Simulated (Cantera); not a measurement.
Input (Python, Cantera) and output of one run.

```python
import numpy as np
import cantera as ct

gas_names = """
    Cu CuO Cu2 H HNO HNO2 HNO3 HO2 H2 H2O H2O2 N NH NH2 NH3 NH2OH NO NO2 NO3 N2 N2H2 N2H4 N2O O OH O2 O3
""".split()
cond_names = """
    Cu(cr) Cu(L) CuO(s) CuO2H2(s) Cu2O(s) Cu2O(L) H2O(s) H2O(L)
""".split()


# ... load() reads the species with a 1 bar reference pressure and builds the phases ...
atoms = {
    'Cu2O': {'Cu': 2, 'O': 1},
    'H2': {'H': 2},
    'N2': {'N': 2},
}
top_T = {'CuO(s)': 1390}  # K; cautious upper limits of use, not melting points


# ... equilibrate(T, P, feed) seeds the gas with the atoms and calls Mixture.equilibrate('TP', solver="vcs", rtol=1e-11, max_steps=5000) ...
results = []
feed = {'Cu2O': 1, 'H2': 310, 'N2': 27}  # mol
T = 1525  # K
P = 133.322  # Pa
mix = equilibrate(T, P, feed)
results.append((T, P, feed, dict(zip(mix.species_names, mix.species_moles))))
x = sorted(zip(gas.X, gas.species_names), reverse=True)
print(f"T = {T:g} K  P = {P:g} Pa  gas = {mix.phase_moles(0):.4g} mol")
print("   x: " + "  ".join(f"{s} {v:.3e}" for v, s in x if v > 1e-06))
print("   condensed (mol): " + ("  ".join(f"{mix.phase(i).name} {mix.phase_moles(i):.4g}"
      for i in range(1, mix.n_phases) if mix.phase_moles(i) > 1e-12) or "none"))
```

Output:

```
T = 1525 K  P = 133.322 Pa  gas = 339.1 mol
   x: H2 9.109e-01  N2 7.962e-02  Cu 5.894e-03  H2O 2.949e-03  H 6.184e-04  Cu2 1.710e-06
   condensed (mol): none
```

Equilibrium computed with Cantera from the NASA thermochemical tables; the gas is ideal and each condensed phase is pure.
